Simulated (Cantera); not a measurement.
**Premixed flame**

A freely propagating, adiabatic, planar premixed flame of H₂ : O₂ : N₂ = 1 : 0.25 : 1.23 (molar parts), equivalence ratio 2.0, unburnt at 350 K and 0.133 bar; mixture-averaged transport, grid criteria slope 0.08 and curve 0.16, no radiation.

Detailed kinetics in Cantera: the H2/O2 subset of GRI-Mech 3.0, which has no nitrogen chemistry. Burning velocities carry a grid error of a few per cent, more on coarse grids.

| z (mm) | T (K) | u (m/s) | x H₂ | x O₂ | x H₂O | x O | x OH | x H₂O₂ |
|---|---|---|---|---|---|---|---|---|
| -16.3 | 350 | 2.42 | 0.403 | 0.101 | <1e-8 | <1e-8 | <1e-8 | <1e-8 |
| -10.9 | 350 | 2.42 | 0.403 | 0.101 | <1e-8 | <1e-8 | <1e-8 | <1e-8 |
| -8.16 | 350 | 2.42 | 0.403 | 0.101 | <1e-8 | <1e-8 | <1e-8 | <1e-8 |
| -5.44 | 350 | 2.42 | 0.403 | 0.101 | <1e-8 | <1e-8 | <1e-8 | <1e-8 |
| -2.72 | 363 | 2.50 | 0.401 | 0.101 | 0.000336 | 2.52e-6 | 2.92e-5 | 5.74e-6 |
| -1.36 | 603 | 4.07 | 0.370 | 0.0944 | 0.0192 | 0.000114 | 0.000406 | 1.27e-5 |
| 0 | 980 | 6.44 | 0.273 | 0.0618 | 0.0919 | 0.00209 | 0.000842 | 1.51e-7 |
| 1.36 | 1215 | 7.93 | 0.185 | 0.0115 | 0.189 | 0.00216 | 0.00154 | 1.00e-7 |
| 2.72 | 1304 | 8.48 | 0.172 | 0.00137 | 0.210 | 0.000891 | 0.00151 | 6.40e-8 |
| 5.44 | 1393 | 9.00 | 0.178 | 0.000404 | 0.212 | 0.000697 | 0.00177 | 6.44e-8 |
| 10.9 | 1491 | 9.57 | 0.186 | 0.000316 | 0.214 | 0.000592 | 0.00200 | 5.80e-8 |
| 21.8 | 1590 | 10.1 | 0.195 | 0.000219 | 0.216 | 0.000431 | 0.00206 | 4.15e-8 |
| 43.5 | 1682 | 10.6 | 0.203 | 0.000129 | 0.218 | 0.000265 | 0.00188 | 2.43e-8 |
x: mole fraction of selected species; z is measured from the peak of heat release.

- laminar burning velocity = 242 cm/s
- thermal thickness = 5.44 mm
- peak x(O) = 0.00294
- peak x(OH) = 0.00207
- peak x(H₂O₂) = 2.30e-5
- grid points = 143
